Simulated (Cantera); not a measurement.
Thermodynamics of carbothermic reduction, feed TiO₂ + C + CO + CH₄

A closed system holds: 1 mol TiO₂, 2.1 mol C, 0.32 mol CO, 1 mol CH₄, at 1427 °C and 1.00 bar.

Method: chemical equilibrium by Gibbs-energy minimisation in Cantera with the NASA 1993 tables (ideal gas, pure condensed phases). Candidate condensed phases: C, C₆H₆, C₇H₈, C₈H₁₈, H₂O, Ti, TiC, TiO, TiO₂, Ti₂O₃, Ti₃O₅, Ti₄O₇; 113 gas species. TiC: taken at fixed stoichiometry. Kinetics and transport are ignored.

```
Quantity                                 Result
-----------------------------------  ----------
x(CO)                                     0.537
x(H₂)                                     0.462
x(CH₄)                                 0.000234
x(H₂O)                                 0.000120
x(H)                                   0.000100
x(CO₂)                                  4.07e-5
x(C₂H₂ (acetylene))                     3.39e-5
x(CH₃)                                  1.03e-6
n(C(graphite))                       0.0994 mol
n(TiC(s))                              1.00 mol
gas amount                            4.319 mol
log10 activity of Ti₂O₃(s) (absent)       -2.20
log10 activity of Ti₃O₅(s) (absent)       -3.60
log10 activity of Ti(β) (absent)          -5.00
```
